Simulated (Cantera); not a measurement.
Charge: 1 mol SiC, 0.068 mol N₂O, 650 mol N₂, at 1123 K and 2.30 Pa.

These are equilibrium values from Cantera (NASA tables, ideal gas, pure condensed phases), not measurements of a reactor. Candidate condensed phases: C, Si, SiC, SiO₂, Si₂N₂O, Si₃N₄; 34 gas species. Mutual solubility and eutectic melting of coexisting phases are not modelled. Kinetics and transport are ignored.

Base state: N₂ 1.000, CO 6.72e-5 (mole fractions); condensed: C(graphite) + SiC(s) + Si₂N₂O(s).

Question: What changes in the equilibrium state with this change: N₂O from 0.068 to 4.4 mol?

Answer: 
```tsv
species	before	after
N₂	1.000	0.998
CO₂	<1e-9	0.00153
O₂	<1e-9	0.000303
CO	6.72e-5	4.59e-8
C(graphite), mol	0.00492	0
SiC(s), mol	0.951	0
Si₂N₂O(s), mol	0.0243	0
SiO₂(β-quartz), mol	0	1.00
```

Question: What changes in the equilibrium state with this change: temperature from 1123 K to 1375 K?

Answer: 
```tsv
species	before	after
N₂	1.000	1.000
CO	6.72e-5	5.34e-5
SiO	1.58e-8	5.12e-5
C(graphite), mol	0.00492	0
SiC(s), mol	0.951	0.965
Si₂N₂O(s), mol	0.0243	0
```
